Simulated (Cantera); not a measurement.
Feed: 1 mol PbO, 0.57 mol H₂, 27 mol N₂, equilibrated at 19.0 Pa.

Cantera equilibrium calculation (NASA polynomials, part measured and part estimated; ideal gas, pure solids and liquids). Candidate condensed phases: H₂O, Pb, PbO, PbO₂, Pb₃O₄; 27 gas species. Equilibrium is a limit: real reactors are often held back by kinetics, nucleation or transport.

x: gas mole fraction; n: condensed amount in mol.

```json
[
 {"T (°C)": "475", "x N₂": "0.979", "x Pb": "4.61e-5", "x H₂O": "0.0207", "x PbO": "1.95e-8", "n Pb(l)": "0.569", "n PbO(red)": "0.430", "n PbO(yellow)": "(withheld)"},
 {"T (°C)": "525", "x N₂": "0.979", "x Pb": "0.000301", "x H₂O": "0.0207", "x PbO": "3.32e-7", "n Pb(l)": "0.562", "n PbO(red)": "0", "n PbO(yellow)": "0.430"},
 {"T (°C)": "575", "x N₂": "0.978", "x Pb": "0.00157", "x H₂O": "0.0206", "x PbO": "3.99e-6", "n Pb(l)": "0.526", "n PbO(red)": "0", "n PbO(yellow)": "0.430"},
 {"T (°C)": "625", "x N₂": "0.973", "x Pb": "0.00682", "x H₂O": "0.0205", "x PbO": "3.62e-5", "n Pb(l)": "0.381", "n PbO(red)": "0", "n PbO(yellow)": "0.429"},
 {"T (°C)": "675", "x N₂": "0.959", "x Pb": "0.0202", "x H₂O": "0.0202", "x PbO": "0.000258", "n Pb(l)": "0", "n PbO(red)": "0", "n PbO(yellow)": "0.423"},
 {"T (°C)": "725", "x N₂": "0.958", "x Pb": "0.0202", "x H₂O": "0.0202", "x PbO": "0.00150", "n Pb(l)": "0", "n PbO(red)": "0", "n PbO(yellow)": "(withheld)"},
 {"T (°C)": "775", "x N₂": "0.952", "x Pb": "0.0201", "x H₂O": "0.0201", "x PbO": "0.00734", "n Pb(l)": "0", "n PbO(red)": "0", "n PbO(yellow)": "(withheld)"},
 {"T (°C)": "825", "x N₂": "0.945", "x Pb": "0.0200", "x H₂O": "0.0199", "x PbO": "0.0150", "n Pb(l)": "0", "n PbO(red)": "0", "n PbO(yellow)": "0"},
 {"T (°C)": "875", "x N₂": "0.945", "x Pb": "0.0202", "x H₂O": "0.0199", "x PbO": "0.0148", "n Pb(l)": "0", "n PbO(red)": "0", "n PbO(yellow)": "0"},
 {"T (°C)": "925", "x N₂": "0.945", "x Pb": "0.0207", "x H₂O": "0.0199", "x PbO": "0.0143", "n Pb(l)": "0", "n PbO(red)": "0", "n PbO(yellow)": "0"},
 {"T (°C)": "975", "x N₂": "0.944", "x Pb": "0.0216", "x H₂O": "0.0199", "x PbO": "0.0134", "n Pb(l)": "0", "n PbO(red)": "0", "n PbO(yellow)": "0"}
]
```

Problem. Complete the blanks.

Solution. 
- 475, n PbO(yellow): 0
- 725, n PbO(yellow): 0.388
- 775, n PbO(yellow): 0.222
